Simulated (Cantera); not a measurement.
Charge: 1 mol SiH2Cl2, 0.94 mol NH3, at 1823.15 K and 250 Pa.

Cantera equilibrium calculation (NASA polynomials, part measured and part estimated; ideal gas, pure solids and liquids). Candidate condensed phases: NH4Cl, Si, Si3N4; 28 gas species. The tables' values for SiCl, SiCl3, SiN are old estimates; treat these amounts as uncertain. Gases not in the tables: Si2H6 and higher silanes. Equilibrium is a limit: real reactors are often held back by kinetics, nucleation or transport.

Base state: H2 0.528, HCl 0.172, SiCl2 0.167, N2 0.120, H 0.00631, Si 0.00177, SiCl 0.00158, Cl 0.00156 (mole fractions); condensed: Si(l).

**Question.** What changes in the equilibrium state with this change: NH3 from 0.94 to 4.7 mol?

**Answer.** 
| species | before | after |
|---|---|---|
| H2 | 0.528 | 0.652 |
| N2 | 0.120 | 0.205 |
| HCl | 0.172 | 0.0930 |
| SiCl2 | 0.167 | 0.0398 |
| SiCl3 | 0.000903 | 0.000105 |
| SiCl | 0.00158 | 0.000772 |
| Si(l), mol | 0.329 | 0.511 |
